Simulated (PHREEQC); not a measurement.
0.03 g of hydrous ferric oxide (600 m²/g; 0.2 weak and 0.005 strong sites per Fe, Dzombak-Morel constants, diffuse double layer) in 1 kg of water with 0.01 mol/kgw of an inert sodium salt and 3.2e-07 mol/kgw CaCl2, 9.3e-08 mol/kgw SrCl2 and 8.9e-07 mol/kgw NiCl2, at 25 °C; the pH is set by adding NaOH or the inert anion's acid. O2 is buffered at 0.21 atm. No CO2 enters from the air. No solid was allowed to form.

Base run: PHREEQC, ion-association model, wateq4f.dat. Each further column changes one thing. The table gives Ni sorbed (%).

```json
[
 {"pH": "3", "base": "0.0", "no electrostatic term (-no_edl)": "0.0", "background salt from 0.01 to 0.001 mol/kgw": "0.0", "oxide from 0.03 to 0.15 g/kgw": "0.0"},
 {"pH": "3.5", "base": "0.0", "no electrostatic term (-no_edl)": "0.0", "background salt from 0.01 to 0.001 mol/kgw": "0.0", "oxide from 0.03 to 0.15 g/kgw": "0.0"},
 {"pH": "4.5", "base": "0.0", "no electrostatic term (-no_edl)": "0.0", "background salt from 0.01 to 0.001 mol/kgw": "0.0", "oxide from 0.03 to 0.15 g/kgw": "0.0"},
 {"pH": "5", "base": "0.0", "no electrostatic term (-no_edl)": "0.1", "background salt from 0.01 to 0.001 mol/kgw": "0.0", "oxide from 0.03 to 0.15 g/kgw": "0.2"},
 {"pH": "5.5", "base": "0.4", "no electrostatic term (-no_edl)": "1.4", "background salt from 0.01 to 0.001 mol/kgw": "(withheld)", "oxide from 0.03 to 0.15 g/kgw": "1.7"},
 {"pH": "6.5", "base": "17.3", "no electrostatic term (-no_edl)": "48.4", "background salt from 0.01 to 0.001 mol/kgw": "18.1", "oxide from 0.03 to 0.15 g/kgw": "(withheld)"},
 {"pH": "7", "base": "58.5", "no electrostatic term (-no_edl)": "84.9", "background salt from 0.01 to 0.001 mol/kgw": "61.4", "oxide from 0.03 to 0.15 g/kgw": "(withheld)"},
 {"pH": "7.5", "base": "90.9", "no electrostatic term (-no_edl)": "96.7", "background salt from 0.01 to 0.001 mol/kgw": "92.4", "oxide from 0.03 to 0.15 g/kgw": "98.8"},
 {"pH": "8.5", "base": "99.9", "no electrostatic term (-no_edl)": "(withheld)", "background salt from 0.01 to 0.001 mol/kgw": "99.9", "oxide from 0.03 to 0.15 g/kgw": "100.0"},
 {"pH": "9", "base": "100.0", "no electrostatic term (-no_edl)": "(withheld)", "background salt from 0.01 to 0.001 mol/kgw": "100.0", "oxide from 0.03 to 0.15 g/kgw": "100.0"}
]
```

Task: Complete the blanks.

Result: 
- 5.5, background salt from 0.01 to 0.001 mol/kgw: 0.3
- 6.5, oxide from 0.03 to 0.15 g/kgw: 52.1
- 7, oxide from 0.03 to 0.15 g/kgw: 90.0
- 8.5, no electrostatic term (-no_edl): 99.7
- 9, no electrostatic term (-no_edl): 99.8

The oxide is taken as insoluble; below pH 4 it would dissolve.
